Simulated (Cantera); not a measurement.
## Equilibrium for silicon nitride deposition: SiCl₄ + NH₃ + N₂

A closed system holds: 1 mol SiCl₄, 4.1 mol NH₃, 2 mol N₂, held at 1527 °C and 0.0470 bar.

Method: chemical equilibrium by Gibbs-energy minimisation in Cantera with the NASA 1993 tables (ideal gas, pure condensed phases). Candidate condensed phases: NH₄Cl, Si, Si₃N₄; 28 gas species. The tables' values for SiCl₃, SiCl are old estimates; treat these amounts as uncertain. Equilibrium is a limit: real reactors are often held back by kinetics, nucleation or transport.

```json
{
  "x(H₂)": "0.423",
  "x(N₂)": "0.332",
  "x(HCl)": "0.161",
  "x(SiCl₂)": "0.0795",
  "x(SiCl₃)": "0.00216",
  "x(H)": "0.00107",
  "x(Cl)": "0.000314",
  "x(SiCl)": "0.000131",
  "x(SiCl₄)": "9.47e-5",
  "gas_amount": "12.19 mol",
  "log10 activity of Si(l) (absent)": "-0.38"
}
```
